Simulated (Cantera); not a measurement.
A Cantera script and its output.

```python
import numpy as np
import cantera as ct

gas = ct.Solution("h2o2.yaml")
gas.TPX = 575, 600000, {'H2': 1, 'O2': 0.806, 'N2': 3.03}
flame = ct.FreeFlame(gas, width=0.011)
flame.set_refine_criteria(ratio=3, slope=0.08, curve=0.16)
flame.transport_model = "unity-Lewis-number"
flame.solve(loglevel=0, auto=True)
z, T = flame.grid, flame.T
thick = (T[-1] - T[0]) / np.gradient(T, z).max()
show = ['H2', 'O2', 'O', 'H2O2', 'HO2', 'H']
print(f"laminar burning velocity  {flame.velocity[0] * 100:.3f} cm/s")
print(f"burnt temperature         {T[-1]:.1f} K")
print(f"thermal thickness         {thick * 1e3:.4f} mm")
print(f"grid points               {len(z)}")
z0 = z[flame.heat_release_rate.argmax()]
print(f"{'z/mm':>9s}{'T/K':>9s}{'u/(m/s)':>9s}" + "".join(f"{s:>11s}" for s in show))
rows = []
for k in (-3, -2, -1.5, -1, -0.5, -0.25, 0, 0.25, 0.5, 1, 2, 4, 8):
    zz = z0 + k * thick
    rows.append([k * thick, np.interp(zz, z, T), np.interp(zz, z, flame.velocity),
                 *(np.interp(zz, z, flame.X[gas.species_index(s)]) for s in show)])
    print(f"{rows[-1][0] * 1e3:9.3f}{rows[-1][1]:9.1f}{rows[-1][2]:9.3f}" + "".join(f"{x:11.3e}" for x in rows[-1][3:]))
```

Output:

```
laminar burning velocity  295.408 cm/s
burnt temperature         2102.3 K
thermal thickness         0.0370 mm
grid points               104
     z/mm      T/K  u/(m/s)         H2         O2          O       H2O2        HO2          H
   -0.111    575.2    2.955  2.068e-01  1.667e-01  5.925e-10  8.600e-08  6.033e-07  5.665e-12
   -0.074    576.4    2.961  2.066e-01  1.666e-01  9.272e-09  5.585e-07  3.940e-06  9.539e-11
   -0.055    579.7    2.977  2.063e-01  1.664e-01  5.638e-08  1.819e-06  1.302e-05  6.799e-10
   -0.037    602.6    3.091  2.037e-01  1.652e-01  8.785e-07  9.944e-06  7.709e-05  2.756e-08
   -0.018    790.2    4.004  1.818e-01  1.546e-01  5.004e-05  5.162e-05  5.710e-04  5.824e-05
   -0.009   1097.8    5.449  1.406e-01  1.352e-01  6.199e-04  6.025e-05  6.642e-04  1.948e-03
    0.000   1460.9    7.072  7.675e-02  1.048e-01  3.528e-03  1.774e-05  3.831e-04  9.767e-03
    0.009   1702.1    8.093  3.231e-02  8.178e-02  6.873e-03  5.823e-06  2.230e-04  1.253e-02
    0.018   1832.1    8.623  1.612e-02  7.282e-02  7.266e-03  3.751e-06  1.459e-04  9.097e-03
    0.037   1952.2    9.102  7.723e-03  6.930e-02  4.912e-03  2.301e-06  7.943e-05  3.967e-03
    0.074   2034.1    9.424  3.438e-03  6.893e-02  2.238e-03  1.382e-06  3.544e-05  1.140e-03
    0.148   2076.2    9.589  1.312e-03  6.930e-02  8.561e-04  8.110e-07  1.435e-05  2.624e-04
    0.296   2094.4    9.661  5.005e-04  6.968e-02  3.375e-04  5.092e-07  6.777e-06  6.362e-05
```

Cantera simulation using the H2/O2 subset of GRI-Mech 3.0, which has no nitrogen chemistry; the numbers are that mechanism's predictions, not measurements. The hydrogen kinetics of GRI-Mech 3.0 are dated; newer H2 mechanisms differ, most at raised pressure. Unity Lewis numbers drop preferential diffusion, which matters most where H2 and H carry the flame. Burning velocities carry a grid error of a few per cent, more on coarse grids. Lean hydrogen flames are cellular in practice and burn faster than this planar one.
